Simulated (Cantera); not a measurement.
Gas mixture: N2 = 0.85 (molar parts), at 60.0 Torr, frozen composition.

Cantera's kinetic-theory transport with the Lennard-Jones parameters of GRI-Mech 3.0, ideal gas; thermal conductivity in the multicomponent form.

D: mixture-averaged diffusion coefficient of that species in the mixture.

```tsv
T (K)	ρ (kg/m³)	cp (J/kg/K)	μ (µPa s)	λ (mW/m/K)	Pr	D (cm²/s) OH	D (cm²/s) H2O	D (cm²/s) N2
400	0.0674	1047	22.3	(withheld)	0.710	6.63	5.02	0.000
500	0.0539	1058	26.1	(withheld)	0.708	9.70	7.63	0.000
600	0.0449	1074	29.6	(withheld)	0.706	13.2	10.7	0.000
700	0.0385	1095	32.8	(withheld)	0.706	17.1	14.1	0.000
800	0.0337	1121	35.8	(withheld)	0.706	21.4	17.9	0.000
900	0.0299	1147	38.7	(withheld)	0.706	26.0	22.0	0.000
```

Problem. Some entries are withheld; supply them.

Solution. 
- 400, λ (mW/m/K): 32.9
- 500, λ (mW/m/K): 39.1
- 600, λ (mW/m/K): 45.0
- 700, λ (mW/m/K): 50.9
- 800, λ (mW/m/K): 56.9
- 900, λ (mW/m/K): 62.9
